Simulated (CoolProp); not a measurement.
Computed with CoolProp (reference Helmholtz-energy equation of state, Lemmon 2005). It is a short technical equation, of lower accuracy than the large ones.

Problem. For trans-2-butene, give the phase and the cp (kJ/(kg K)), cv (kJ/(kg K)), speed of sound (m/s) at 525 K and 0.0906 MPa; 525 K and 0.22 MPa.

Solution. 
- 525 K and 0.0906 MPa: gas; cp 2.37, cv 2.22, speed of sound 287
- 525 K and 0.22 MPa: gas; cp 2.38, cv 2.22, speed of sound 286
